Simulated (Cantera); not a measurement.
## Hydrocarbon pyrolysis for carbon deposition

A perfectly stirred reactor is fed with 2.86 % C3H8, 94.4 % H2, 2.72 % N2, at 93.0 Pa; it is held at 1225 K, and followed from long to short residence time.

Detailed kinetics in Cantera: GRI-Mech 3.0 (53 species, 325 reactions). GRI-Mech 3.0 was tuned for natural gas; its chemistry of propane as a main component is partial and can be far from experiment. GRI-Mech 3.0 stops at C3 and has no aromatics, soot or wall deposition, so with more carbon than oxygen in the feed, carbon stays in small species such as C2H2 where larger ones or solid carbon would form. Radical loss at walls, strong at low pressure, is not modelled.

```json
[
 {"τ (s)": "6.2", "x C3H8": "0.000503", "x H2": "0.919", "x CH4": "0.0283", "x C2H6": "1.05e-5", "x C2H4": "0.0128", "x C2H": "5.27e-10"},
 {"τ (s)": "1.9", "x C3H8": "0.00126", "x H2": "0.919", "x CH4": "0.0275", "x C2H6": "1.69e-5", "x C2H4": "0.0181", "x C2H": "3.88e-10"},
 {"τ (s)": "0.61", "x C3H8": "0.00292", "x H2": "0.920", "x CH4": "0.0256", "x C2H6": "2.65e-5", "x C2H4": "0.0206", "x C2H": "2.39e-10"},
 {"τ (s)": "0.19", "x C3H8": "0.00696", "x H2": "0.924", "x CH4": "0.0213", "x C2H6": "4.49e-5", "x C2H4": "0.0193", "x C2H": "9.28e-11"},
 {"τ (s)": "0.060", "x C3H8": "0.0163", "x H2": "0.933", "x CH4": "0.0117", "x C2H6": "6.29e-5", "x C2H4": "0.0115", "x C2H": "9.64e-12"},
 {"τ (s)": "0.019", "x C3H8": "0.0259", "x H2": "0.942", "x CH4": "0.00241", "x C2H6": "3.75e-5", "x C2H4": "0.00254", "x C2H": "<1e-12"},
 {"τ (s)": "0.0058", "x C3H8": "0.0283", "x H2": "0.944", "x CH4": "0.000232", "x C2H6": "1.22e-5", "x C2H4": "0.000294", "x C2H": "<1e-12"},
 {"τ (s)": "0.0018", "x C3H8": "0.0286", "x H2": "0.944", "x CH4": "1.87e-5", "x C2H6": "2.60e-6", "x C2H4": "3.11e-5", "x C2H": "<1e-12"},
 {"τ (s)": "0.00057", "x C3H8": "0.0286", "x H2": "0.944", "x CH4": "1.62e-6", "x C2H6": "3.91e-7", "x C2H4": "2.90e-6", "x C2H": "<1e-12"}
]
```
x: mole fraction; the columns are a selection and need not sum to one.
